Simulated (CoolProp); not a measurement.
Vapour-liquid equilibrium of C2F6 (R116) (1) + R134a (2) at 237.4 K; x and y are mole fractions of (1).

Values from CoolProp's multi-fluid Helmholtz-energy mixture model, Lemmon 2006 and Tillner-Roth 1994; pair parameters Bell 2016.

Task: Give the bubble pressure and the first vapour's composition at x = 0.35, 0.5, 0.8. Is there an azeotrope?

Result: x = 0.35: 4.597 bar, y = 0.875; x = 0.5: 5.003 bar, y = 0.891; x = 0.8: 5.650 bar, y = 0.928. No azeotrope shows between x = 0.05 and 0.95.

Pair parameters are fitted to limited data, so mixtures are less certain than the pure fluids. With so large a gap from Raoult's law the liquid may split in two, which this calculation doesn't test in full.
